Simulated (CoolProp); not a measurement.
Saturation properties of hydrogen sulfide (Tc = 373.1 K, pc = 89.99 bar, ω = 0.101).

Computed with CoolProp (reference Helmholtz-energy equation of state, Lemmon 2006). It is a short technical equation, of lower accuracy than the large ones.

```csv
T (K),p (bar),liquid density (kg/m³),enthalpy of vaporisation (kJ/kg),liquid cp (kJ/(kg K)),vapour Z,surface tension (mN/m)
238,3.122,903.6,515.2,2.006,0.9493,23.0
240.3,3.416,899.3,512.1,2.009,0.9461,22.6
242.7,3.745,894.7,508.9,2.013,0.9426,22.1
245,4.082,890.3,505.7,2.016,0.9391,21.6
247.4,4.457,885.7,502.4,2.020,0.9353,21.1
249.7,4.842,881.2,499.1,2.025,0.9315,20.7
252.1,5.268,876.5,495.7,2.030,0.9274,20.2
254.4,5.703,871.9,492.3,2.035,0.9234,19.7
256.8,6.186,867.1,488.8,2.041,0.9190,19.2
259.1,6.676,862.5,485.3,2.047,0.9147,18.8
261.5,7.217,857.6,481.7,2.054,0.9101,18.3
263.8,7.767,852.8,478.1,2.061,0.9054,17.8
266.2,8.372,847.8,474.3,2.069,0.9005,17.4
268.5,8.985,843.0,470.6,2.077,0.8956,16.9
270.9,9.659,837.9,466.6,2.086,0.8903,16.5
```

It boils at 212.9 K under 1 atm.

Surface tension comes from a separate correlation (Mulero 2012).
